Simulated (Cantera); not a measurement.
# Stirred combustor or abatement burner

A perfectly stirred reactor is fed with 31.2 % H2, 14.5 % O2, 54.4 % N2, at 4650 Torr; it is adiabatic with a 425 K inlet, and is followed from long to short residence time, starting on the burning branch (τ in s: 0.27, 0.13, 0.064, 0.031, 0.015, 0.0071, 0.0034, 0.0017, 0.0008, 0.00038, 0.00019, 8.9e-05, 4.3e-05).

Detailed kinetics in Cantera: GRI-Mech 3.0 (53 species, 325 reactions). The hydrogen kinetics of GRI-Mech 3.0 are dated; newer H2 mechanisms differ, most at raised pressure.

```tsv
τ (s)	T (K)	x H2	x O2	x H2O2	x HO2	x H
0.27	2516	0.0307	0.000783	1.67e-7	6.44e-7	0.00192
0.13	2515	0.0307	0.000791	1.69e-7	6.52e-7	0.00192
0.064	2515	0.0307	0.000807	1.71e-7	6.66e-7	0.00194
0.031	2514	0.0308	0.000841	1.76e-7	6.95e-7	0.00197
0.015	2513	0.0309	0.000908	1.86e-7	7.56e-7	0.00204
0.0071	2509	0.0311	0.00104	2.05e-7	8.82e-7	0.00217
0.0034	2503	0.0315	0.00129	2.41e-7	1.13e-6	0.00242
0.0017	2493	0.0323	0.00169	2.96e-7	1.56e-6	0.00282
0.00080	2474	0.0337	0.00238	3.86e-7	2.42e-6	0.00354
0.00038	2445	0.0358	0.00341	5.12e-7	3.93e-6	0.00467
0.00019	2406	0.0386	0.00476	6.62e-7	6.29e-6	0.00629
8.9e-5	2349	0.0425	0.00674	8.66e-7	1.05e-5	0.00894
4.3e-5	2275	0.0470	0.00923	1.11e-6	1.72e-5	0.0127
```
x: mole fraction; the columns are a selection and need not sum to one.
